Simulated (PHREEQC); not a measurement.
Dissolve 23 mmol/kgw TMAH, 0.075 mmol/kgw NaAlO2 and 64 mmol/kgw Na2CO3 at 25 °C. Closed to the air; pH follows from the charge balance.

Equilibrium calculation in PHREEQC: ion-association model, phreeqc.dat.

Each row changes one thing in this solution. This is a speciation only: nothing precipitates in the calculation.

| case | pH | ionic strength (mol/kgw) | Na+ (mol/kgw) | SI of Gibbsite (Al(OH)3) |
|---|---|---|---|---|
| as made | 12.22 | 0.165 | 0.103 | -1.92 |
| Na2CO3 replaced by NaHSO4 at the same molality | 1.84 | 0.139 | 0.0603 | -8.62 |
| TMAH from 0.023 to 0.046 mol/kgw | 12.51 | 0.190 | 0.104 | ? |
| Na2CO3 from 0.064 to 0.0128 mol/kgw | 12.26 | ? | 0.0236 | -1.92 |
| temperature from 25 to 85 °C | 10.74 | 0.106 | 0.0743 | ? |
| temperature from 25 to 15 °C | 12.57 | 0.179 | ? | -1.77 |
| NaAlO2 from 7.5e-05 to 0.000375 mol/kgw | 12.22 | ? | 0.103 | -1.22 |

Task: Complete the blanks.

Result: 
- TMAH from 0.023 to 0.046 mol/kgw, SI of Gibbsite (Al(OH)3): -2.22
- Na2CO3 from 0.064 to 0.0128 mol/kgw, ionic strength (mol/kgw): 0.0572
- temperature from 25 to 85 °C, SI of Gibbsite (Al(OH)3): -2.73
- temperature from 25 to 15 °C, Na+ (mol/kgw): 0.110
- NaAlO2 from 7.5e-05 to 0.000375 mol/kgw, ionic strength (mol/kgw): 0.166

Species that the database lacks are ignored. (CH3)4N+ isn't in the database: it is added as a free cation with an ion size of 4 Å. Constants without temperature data keep their 25 °C values here.
